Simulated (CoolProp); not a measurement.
Octamethylcyclotetrasiloxane (D4) along the isobar 2430 kPa: fugacity coefficient from the reference equation and from simpler models built on Tc = 313.4 °C, pc = 1347 kPa, ω = 0.598; each cubic takes its own stable root.

Model: reference Helmholtz-energy equation of state, Thol 2015, in CoolProp.

| T (°C) | phase | reference |
|---|---|---|
| 130.45 | liquid | 0.01399 |
| 152.05 | liquid | 0.02677 |
| 173.75 | liquid | 0.04694 |
| 195.35 | liquid | 0.07607 |
| 217.05 | liquid | 0.1157 |
| 238.65 | liquid | 0.1663 |
| 260.25 | liquid | 0.2275 |
| 281.95 | liquid | 0.2986 |
| 303.55 | liquid | 0.3766 |
| 325.25 | supercritical | 0.4582 |
| 346.85 | supercritical | 0.5365 |

How far does each simpler model (Redlich-Kwong, Soave-Redlich-Kwong, Peng-Robinson) lie from the reference over these 11 states: mean and median of the absolute difference, and the worst?


- Redlich-Kwong: mean 78.3 %, median 45.1 %, worst +273.0 % at 130.45 °C and 2430 kPa
- Soave-Redlich-Kwong: mean 4.3 %, median 4.4 %, worst +5.5 % at 281.95 °C and 2430 kPa
- Peng-Robinson: mean 0.5 %, median 0.3 %, worst +2.1 % at 130.45 °C and 2430 kPa
